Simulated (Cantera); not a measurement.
A closed system holds: 1 mol SiO2, 0.17 mol Al2O3, 0.12 mol H2, held at 2673 K and 1.00 Torr.

Method: chemical equilibrium by Gibbs-energy minimisation in Cantera with the NASA 1993 tables (ideal gas, pure condensed phases). Candidate condensed phases: Al, Al2O3, Al2SiO5, Al6Si2O13, H2O, Si, SiO2; 28 gas species. The tables' values for SiO2, AlOH are old estimates; treat these amounts as uncertain. The numbers say what is thermodynamically allowed, not how fast it happens.

Q: What is the equilibrium state?

A: 
- x(SiO) = 0.494
- x(O) = 0.279
- x(O2) = 0.100
- x(H) = 0.0858
- x(OH) = 0.0190
- x(AlO) = 0.00815
- x(H2) = 0.00374
- x(SiO2) = 0.00363
- x(H2O) = 0.00332
- n(Al2O3(l)) = 0.158 mol
- gas amount = 2.010 mol
- log10 activity of Al(l) (absent) = -5.26
- log10 activity of Si(l) (absent) = -6.84
